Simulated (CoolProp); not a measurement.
R141b along the isobar 2.5 MPa: Z from the reference equation and from simpler models built on Tc = 477.5 K, pc = 4.212 MPa, ω = 0.220; each cubic takes its own stable root.

Model: reference Helmholtz-energy equation of state, Lemmon 2006, in CoolProp. It is a short technical equation, of lower accuracy than the large ones.

| T (K) | phase | reference | van der Waals | Redlich-Kwong | Soave-Redlich-Kwong | Peng-Robinson |
|---|---|---|---|---|---|---|
| 229.6 | liquid | 0.1123 | 0.1849 | 0.1249 | 0.1232 | 0.1096 |
| 239.5 | liquid | 0.1091 | 0.1792 | 0.1212 | 0.1194 | 0.1061 |
| 249.5 | liquid | 0.1061 | 0.1739 | 0.1179 | 0.1159 | … |
| 259.5 | liquid | 0.1034 | 0.1692 | 0.1149 | 0.1127 | 0.1001 |
| 269.5 | liquid | 0.1010 | … | 0.1122 | 0.1099 | 0.09757 |
| 279.4 | liquid | 0.09880 | 0.1611 | 0.1098 | … | 0.09530 |
| 289.4 | liquid | 0.09680 | 0.1576 | 0.1077 | 0.1052 | 0.09325 |
| 299.4 | liquid | 0.09499 | … | 0.1058 | 0.1032 | … |
| 309.4 | liquid | … | 0.1516 | … | 0.1015 | 0.08984 |
| 319.3 | liquid | 0.09194 | 0.1492 | 0.1029 | 0.09997 | 0.08847 |
| 329.3 | liquid | 0.09067 | 0.1470 | 0.1017 | 0.09871 | 0.08731 |
| 339.3 | liquid | 0.08958 | 0.1452 | 0.1008 | 0.09768 | 0.08636 |

**Question.** Fill in the missing entries.

**Answer.** 
- 249.5, Peng-Robinson: 0.1030
- 269.5, van der Waals: 0.1649
- 279.4, Soave-Redlich-Kwong: 0.1074
- 299.4, van der Waals: 0.1544
- 299.4, Peng-Robinson: 0.09143
- 309.4, reference: 0.09337
- 309.4, Redlich-Kwong: 0.1042
